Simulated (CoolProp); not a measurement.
Vapour-liquid equilibrium of hydrogen sulfide (1) + n-pentane (2) at 345.1 K; x and y are mole fractions of (1).

Model: multi-fluid Helmholtz-energy mixture model, Lemmon 2006 and Thol 2019; pair parameters Kunz 2012, in CoolProp.

Question: Give the bubble pressure and the first vapour's composition at x = 0.575, 0.65, 0.8. Is there an azeotrope?

Answer: x = 0.575: 3.107 MPa, y = 0.913; x = 0.65: 3.431 MPa, y = 0.925; x = 0.8: 4.160 MPa, y = 0.952. No azeotrope shows between x = 0.05 and 0.95.

Pair parameters are fitted to limited data, so mixtures are less certain than the pure fluids.
